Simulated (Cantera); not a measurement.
An isothermal, constant-pressure homogeneous reactor starts with CO : O₂ : H₂O : N₂ = 0.0041 : 0.005 : 0.0034 : 1 (molar parts), at 1200 K and 4.15 atm.

Detailed kinetics in Cantera: GRI-Mech 3.0 (53 species, 325 reactions).

x: mole fraction; the columns are a selection and need not sum to one.

```csv
t (s),x CO,x O₂,x H₂O,x CO₂,x O
4.00e-6,0.00405,0.00494,0.00336,1.66e-11,1.65e-11
3.36e-5,0.00405,0.00494,0.00336,1.46e-10,1.34e-10
0.000283,0.00405,0.00494,0.00336,?,1.20e-9
0.00238,0.00405,0.00494,0.00336,?,5.30e-7
0.0200,0.00142,0.00363,0.00334,?,6.02e-6
0.168,3.84e-5,0.00294,0.00336,0.00402,1.61e-7
1.41,1.93e-8,0.00292,0.00336,0.00406,4.51e-9
11.9,6.46e-10,0.00292,0.00336,0.00406,6.67e-10
100,6.44e-10,0.00292,0.00336,0.00406,6.65e-10
```

**Question.** What belongs in the gaps?

**Answer.** 
- 0.000283, x CO₂: 2.44e-9
- 0.00238, x CO₂: 2.83e-6
- 0.0200, x CO₂: 0.00263
